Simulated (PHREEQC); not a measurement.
0.24 g of hydrous ferric oxide (600 m²/g; 0.2 weak and 0.005 strong sites per Fe, Dzombak-Morel constants, diffuse double layer) in 1 kg of water with 0.001 mol/kgw of an inert sodium salt and 1.5e-05 mol/kgw Na2SeO4, at 25 °C; the pH is set by adding NaOH or the inert anion's acid. Oxygen is held at 0.21 atm. The system is closed to CO2. No solid was allowed to form.

Model: ion-association model, wateq4f.dat, run in PHREEQC.

```csv
pH,Se sorbed (%),surface charge σ (C/m²),surface potential ψ (mV)
3,100.0,0.243,230
3.5,100.0,?,221
4,100.0,0.113,206
5,99.9,0.047,164
5.5,99.2,0.029,140
6,?,0.017,114
6.5,69.4,0.010,88
7.5,3.6,0.003,35
8,0.4,?,6
8.5,0.0,-0.002,-23
9,0.0,-0.004,-51
10,0.0,-0.016,-107
10.5,0.0,-0.029,-133
11,0.0,-0.055,-155
```

Q: Some entries are withheld; supply them.

A: 
- 3.5, surface charge σ (C/m²): 0.168
- 6, Se sorbed (%): 94.5
- 8, surface charge σ (C/m²): 0.000

The oxide is taken as insoluble; below pH 4 it would dissolve.
